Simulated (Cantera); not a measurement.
A perfectly stirred reactor is fed with CH4 : O2 : N2 = 1 : 1.54 : 5.78 (molar parts), at 1.48 atm; it is adiabatic with a 750 K inlet, and is followed from long to short residence time, starting on the burning branch (τ in s: 0.36, 0.17, 0.076, 0.035, 0.016, 0.0074, 0.0034, 0.0016, 0.00073, 0.00033, 0.00015, 7.1e-05).

Cantera simulation using GRI-Mech 3.0 (53 species, 325 reactions); the numbers are that mechanism's predictions, not measurements.

### Question
What does this change do: inlet temperature 750 to 500 K?

### Answer
```
quantity                                                                          before                                after
------------------------------------------------  --------------------------------------  -----------------------------------
blow-out, bracketed by the residence times tried  burning at 71.0 µs, the shortest tried  burning at 0.150 ms, out at 71.0 µs
x(CH4) at τ = 0.360 s                                                            1.78e-6                              1.01e-5
x(O2) at τ = 0.360 s                                                            0.000145                              4.13e-5
x(H2O2) at τ = 0.360 s                                                           1.45e-8                              4.86e-9
x(OH) at τ = 0.360 s                                                             0.00189                             0.000704
x(NO) at τ = 0.360 s                                                            0.000435                             0.000184
x(CH4) at τ = 3.40 ms                                                            4.96e-5                              9.90e-5
x(O2) at τ = 3.40 ms                                                            0.000943                             0.000796
x(H2O2) at τ = 3.40 ms                                                           5.03e-8                              4.50e-8
x(OH) at τ = 3.40 ms                                                             0.00382                              0.00230
x(NO) at τ = 3.40 ms                                                            0.000572                             0.000360
```
